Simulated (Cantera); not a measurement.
Input: 1 mol AlCl3, 4.1 mol N2O, 75 mol N2, at 1675 K and 1.00 bar.

Equilibrium computed with Cantera from the NASA thermochemical tables; the gas is ideal and each condensed phase is pure. Candidate condensed phases: Al, AlCl3, AlN, Al2O3; 24 gas species. Kinetics and transport are ignored.

Base state: N2 0.957, Cl 0.0166, O2 0.0154, Cl2 0.00974, NO 0.000785, AlCl3 6.82e-5, ClO 4.14e-5 (mole fractions); condensed: Al2O3(s).

Task: What changes in the equilibrium state with this change: pressure from 1.00 bar to 0.000110 bar?

Result: 
| species | before | after |
|---|---|---|
| N2 | 0.957 | 0.948 |
| Cl | 0.0166 | 0.0360 |
| O2 | 0.0154 | 0.0150 |
| Cl2 | 0.00974 | 5.03e-6 |
| AlCl3 | 6.82e-5 | 7.97e-9 |
| O | 4.24e-6 | 0.000399 |
| ClO | 4.14e-5 | 9.28e-7 |
| NO | 0.000785 | 0.000772 |
| Al2O3(s), mol | 0.497 | 0.500 |

Task: What changes in the equilibrium state with this change: AlCl3 replaced by Al?

Result: 
```csv
species,before,after
N2,0.957,0.983
O2,0.0154,0.0158
NO,0.000785,0.000806
Cl,0.0166,0
Cl2,0.00974,0
AlCl3,6.82e-5,0
ClO,4.14e-5,0
"Al2O3(s), mol",0.497,0.500
```
